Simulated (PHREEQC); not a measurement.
Consider water at 89 °C with 0.032 mol H2SO4 per kg of water. Closed to the air; pH follows from the charge balance.

Computed with PHREEQC (ion-association model, wateq4f.dat).

| Item | Result |
|---|---|
| pH | 1.52 |
| ionic strength | 0.0387 mol/kgw |
| total alkalinity | -64.0 meq/kg |

```
species  molality  activity   log γ
-------  --------  --------  ------
H+         0.0353    0.0300  -0.072
HSO4-      0.0286    0.0234  -0.088
SO4-2     0.00335   0.00151  -0.346
```

This is a speciation only: nothing precipitates in the calculation. Away from 25 °C the constants follow the database's enthalpies or fits; those with neither stay at their 25 °C values.
